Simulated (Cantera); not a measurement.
A perfectly stirred reactor is fed with C2H6 : N2 = 1 : 1.1 (molar parts), at 140 Pa; it is held at 1623 K, and followed from long to short residence time.

Computed with Cantera and GRI-Mech 3.0 (53 species, 325 reactions). GRI-Mech 3.0 stops at C3 and has no aromatics, soot or wall deposition, so with more carbon than oxygen in the feed, carbon stays in small species such as C2H2 where larger ones or solid carbon would form. Radical loss at walls, strong at low pressure, is not modelled.

Q: Predict: x(C2H6) at τ = 6.90 s; x(HCN) at τ = 6.90 s; x(CH2) at τ = 6.90 s; x(CH3) at τ = 6.90 s; x(H2) at τ = 6.90 s; x(C2H6) at τ = 0.180 s; x(HCN) at τ = 0.180 s; x(CH2) at τ = 0.180 s; x(CH3) at τ = 0.180 s; x(H2) at τ = 0.180 s.

A: 
| Quantity | Value |
|---|---|
| x(C2H6) at τ = 6.90 s | 0.000158 |
| x(HCN) at τ = 6.90 s | 7.12e-6 |
| x(CH2) at τ = 6.90 s | 3.88e-6 |
| x(CH3) at τ = 6.90 s | 0.00231 |
| x(H2) at τ = 6.90 s | 0.446 |
| x(C2H6) at τ = 0.180 s | 0.00537 |
| x(HCN) at τ = 0.180 s | 1.01e-6 |
| x(CH2) at τ = 0.180 s | 1.59e-5 |
| x(CH3) at τ = 0.180 s | 0.0138 |
| x(H2) at τ = 0.180 s | 0.328 |
